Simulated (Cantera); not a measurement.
A closed system holds: 1 mol Si, 8.6 mol HBr, 0.65 mol N2, equilibrated at 10.0 mbar.

Cantera equilibrium calculation (NASA polynomials, part measured and part estimated; ideal gas, pure solids and liquids). Candidate condensed phases: Br2, Si, Si3N4; 28 gas species. The tables' values for SiBr3, SiBr are old estimates; treat these amounts as uncertain. Kinetics and transport are ignored.

**Question.** At 1625 K, list the 4 most abundant gas species with their mole fractions, and the condensed phases.

**Answer.** HBr 0.608, H2 0.146, SiBr2 0.0976, Br 0.0729. Condensed: gas only.
